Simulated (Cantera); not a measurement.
A closed system holds: 1 mol CH3SiCl3, 1.3 mol H2, held at 0.250 bar.

Cantera equilibrium calculation (NASA polynomials, part measured and part estimated; ideal gas, pure solids and liquids). Candidate condensed phases: C, C6H6, C7H8, C8H18, Si, SiC; 109 gas species. The feed counts by its element totals alone. The tables' values for SiCl3, SiCl are old estimates; treat these amounts as uncertain. Equilibrium is a limit: real reactors are often held back by kinetics, nucleation or transport. All values below are at 1575 °C.

Base state: HCl 0.532, H2 0.390, SiCl2 0.0626, SiCl3 0.0110, SiCl4 0.00283, Cl 0.000686, H 0.000662, SiHCl3 0.000584 (mole fractions); condensed: C(graphite) + SiC(s).

Q: What changes in the equilibrium state with this change: pressure from 0.250 bar to 0.330 bar?

A: 
| species | before | after |
|---|---|---|
| HCl | 0.532 | 0.528 |
| H2 | 0.390 | 0.393 |
| SiCl2 | 0.0626 | 0.0613 |
| SiCl3 | 0.0110 | 0.0122 |
| CH4 | 2.50e-5 | 3.35e-5 |
| SiH2Cl2 | 2.22e-5 | 2.90e-5 |
| SiHCl3 | 0.000584 | 0.000751 |
| SiCl4 | 0.00283 | 0.00359 |
| SiCl | 2.09e-5 | 1.80e-5 |
| C(graphite), mol | 0.327 | 0.331 |
| SiC(s), mol | 0.672 | 0.668 |

Q: What changes in the equilibrium state with this change: H2 from 1.3 to 1200 mol?

A: 
```tsv
species	before	after
H2	0.390	0.996
HCl	0.532	0.00248
H	0.000662	0.00106
SiCl2	0.0626	4.65e-6
SiCl3	0.0110	2.37e-9
SiH2	4.84e-7	1.08e-5
SiCl4	0.00283	<1e-9
SiHCl3	0.000584	<1e-9
SiH2Cl2	2.22e-5	4.22e-9
Cl	0.000686	2.00e-6
C(graphite), mol	0.327	0
SiC(s), mol	0.672	0.969
```
Gases not in the tables: Si2H6 and higher silanes.
